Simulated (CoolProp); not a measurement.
Vapour-liquid equilibrium of carbon dioxide (1) + isobutane (2) at -32.05 °C; x and y are mole fractions of (1).

The numbers come from the multi-fluid Helmholtz-energy mixture model, Span 1996 and Bücker 2006; pair parameters Kunz 2012 in CoolProp.

```tsv
x	bubble pressure (kPa)	y at the bubble point	dew pressure at overall composition x (kPa)	liquid density (mol/L)
0.05	152.3	0.725	44.61	10.82
0.15	371.2	0.891	49.87	11.36
0.25	566.1	0.932	56.53	12.02
0.35	723.4	0.949	65.20	12.82
0.45	843.2	0.959	76.98	13.79
0.55	___	0.965	93.90	14.96
0.65	1011	___	120.3	16.39
0.75	1085	0.976	___	___
0.85	1167	0.982	274.1	20.32
0.95	1269	___	735.2	23.03
```

Task: What belongs in the gaps?

Result: 
- 0.55, bubble pressure (kPa): 934.9
- 0.65, y at the bubble point: 0.970
- 0.75, dew pressure at overall composition x (kPa): 167.3
- 0.75, liquid density (mol/L): 18.15
- 0.95, y at the bubble point: 0.993

No azeotrope shows between x = 0.05 and 0.95.

Pair parameters are fitted to limited data, so mixtures are less certain than the pure fluids. With so large a gap from Raoult's law the liquid may split in two, which this calculation doesn't test in full.
